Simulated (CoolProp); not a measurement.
A Linde-Hampson liquefier for dry air: isothermal reversible compression at 300 K from 1 atm to 25 MPa, throttling to 1 atm, return gas leaving the recuperator 10 K below the feed. Each further row changes one setting.

Values from CoolProp's reference Helmholtz-energy equation of state, Lemmon 2000. It is a pseudo-pure fit of the blend.

```json
[
 {"case": "as stated", "liquid yield per pass": "0.070", "compression work (kJ/kg of gas)": "474"},
 {"case": "high pressure 50 MPa", "liquid yield per pass": "0.082", "compression work (kJ/kg of gas)": "544"},
 {"case": "warm-end temperature 330 K", "liquid yield per pass": "0.047", "compression work (kJ/kg of gas)": "525"},
 {"case": "warm-end gap 15 K", "liquid yield per pass": "0.058", "compression work (kJ/kg of gas)": "474"}
]
```
